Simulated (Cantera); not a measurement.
An adiabatic, constant-pressure homogeneous reactor starts with CH4 : C2H6 : C3H8 : O2 : N2 : H2O = 1 : 0.089 : 0.092 : 1.15 : 10.4 : 2.3 (molar parts), at 1598 K and 0.410 bar. Integrator tolerance rtol = 1e-08.

Computed with Cantera and GRI-Mech 3.0 (53 species, 325 reactions).

Problem. What does this change do: initial temperature 1598 to 1675 K?

Solution. 
```
quantity                                                              before                                      after
---------------------------------  -----------------------------------------  -----------------------------------------
time of steepest temperature rise                                   0.574 ms                                   0.332 ms
temperature at 0.400 s                                                2023 K                                     2094 K
equilibrium temperature                                               2024 K                                     2094 K
x(CH4) at 0.400 s                  4.95e-12 (gas-phase equilibrium 5.56e-12)  3.10e-12 (gas-phase equilibrium 3.52e-12)
x(C2H6) at 0.400 s                     <1e-12 (gas-phase equilibrium <1e-12)      <1e-12 (gas-phase equilibrium <1e-12)
x(C3H8) at 0.400 s                     <1e-12 (gas-phase equilibrium <1e-12)      <1e-12 (gas-phase equilibrium <1e-12)
x(CH3) at 0.400 s                      <1e-12 (gas-phase equilibrium <1e-12)      <1e-12 (gas-phase equilibrium <1e-12)
x(O) at 0.400 s                      9.07e-7 (gas-phase equilibrium 9.10e-7)    2.54e-6 (gas-phase equilibrium 2.55e-6)
```

Problem. What does this change do: 0.81 parts H2 added?

Solution. 
```tsv
quantity	before	after
time of steepest temperature rise	0.574 ms	0.373 ms
temperature at 0.400 s	2023 K	2004 K
equilibrium temperature	2024 K	2004 K
x(CH4) at 0.400 s	4.95e-12 (gas-phase equilibrium 5.56e-12)	1.27e-11 (gas-phase equilibrium 1.41e-11)
x(C2H6) at 0.400 s	<1e-12 (gas-phase equilibrium <1e-12)	<1e-12 (gas-phase equilibrium <1e-12)
x(C3H8) at 0.400 s	<1e-12 (gas-phase equilibrium <1e-12)	<1e-12 (gas-phase equilibrium <1e-12)
x(CH3) at 0.400 s	<1e-12 (gas-phase equilibrium <1e-12)	1.64e-12 (gas-phase equilibrium 1.81e-12)
x(O) at 0.400 s	9.07e-7 (gas-phase equilibrium 9.10e-7)	5.12e-7 (gas-phase equilibrium 5.14e-7)
```
